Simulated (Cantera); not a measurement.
A diamond (100) surface in a fixed gas of H2 with x(CH4) = 0.0034, x(H) = 0.00046, x(CH3) = 0.0018, at 1200 K; coverages are run to steady state.

Cantera simulation using the Harris–Goodwin 1993 mechanism for the reconstructed diamond (100) surface; the numbers are that mechanism's predictions, not measurements.

θ: site fractions in the mechanism's names (c6HH fully hydrogenated, c6H* and c6*H radical sites, c6** diradical, c6HM methylated).

```json
[
 {"P (Pa)": "830", "growth (µm/h)": "0.420", "θ c6HH": "0.485", "θ c6H*": "0.0349", "θ c6*H": "0.447", "θ c6**": "0.0111", "θ c6HM": "0.00393"},
 {"P (Pa)": "1500", "growth (µm/h)": "0.865", "θ c6HH": "0.482", "θ c6H*": "0.0347", "θ c6*H": "0.444", "θ c6**": "0.0109", "θ c6HM": "0.00707"},
 {"P (Pa)": "2600", "growth (µm/h)": "1.75", "θ c6HH": "0.478", "θ c6H*": "0.0344", "θ c6*H": "0.440", "θ c6**": "0.0106", "θ c6HM": "0.0121"},
 {"P (Pa)": "4600", "growth (µm/h)": "3.80", "θ c6HH": "0.472", "θ c6H*": "0.0339", "θ c6*H": "0.434", "θ c6**": "0.0104", "θ c6HM": "0.0208"},
 {"P (Pa)": "8200", "growth (µm/h)": "…", "θ c6HH": "0.461", "θ c6H*": "0.0330", "θ c6*H": "0.422", "θ c6**": "0.0101", "θ c6HM": "…"},
 {"P (Pa)": "14000", "growth (µm/h)": "…", "θ c6HH": "0.445", "θ c6H*": "0.0317", "θ c6*H": "0.406", "θ c6**": "0.00969", "θ c6HM": "…"},
 {"P (Pa)": "25000", "growth (µm/h)": "49.4", "θ c6HH": "0.421", "θ c6H*": "0.0298", "θ c6*H": "0.381", "θ c6**": "0.00909", "θ c6HM": "0.0879"},
 {"P (Pa)": "45000", "growth (µm/h)": "121", "θ c6HH": "0.390", "θ c6H*": "0.0273", "θ c6*H": "0.349", "θ c6**": "0.00831", "θ c6HM": "0.129"}
]
```

Problem. Complete the blanks.

Solution. 
- 8200, growth (µm/h): 8.83
- 8200, θ c6HM: 0.0354
- 14000, growth (µm/h): 20.0
- 14000, θ c6HM: 0.0560
